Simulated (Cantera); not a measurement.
Feed: 1 mol Fe2O3, 390 mol H2, 7.2 mol N2, equilibrated at 775 K and 10000 Pa.

Equilibrium computed with Cantera from the NASA thermochemical tables; the gas is ideal and each condensed phase is pure. Candidate condensed phases: Fe, FeO, Fe(OH)2, Fe(OH)3, Fe2O3, Fe3O4, H2O; 27 gas species. Rates play no part.

Base state: H2 0.974, N2 0.0181, H2O 0.00755, NH3 5.02e-5 (mole fractions); condensed: Fe(α).

What changes in the equilibrium state with this change: temperature from 775 K to 2273 K?


| species | before | after |
|---|---|---|
| H2 | 0.974 | 0.944 |
| H | <1e-9 | 0.0258 |
| N2 | 0.0181 | 0.0178 |
| Fe | <1e-9 | 0.00494 |
| OH | <1e-9 | 3.13e-5 |
| NH3 | 5.02e-5 | 1.65e-7 |
| H2O | 0.00755 | 0.00738 |
| Fe(α), mol | 2.00 | 0 |
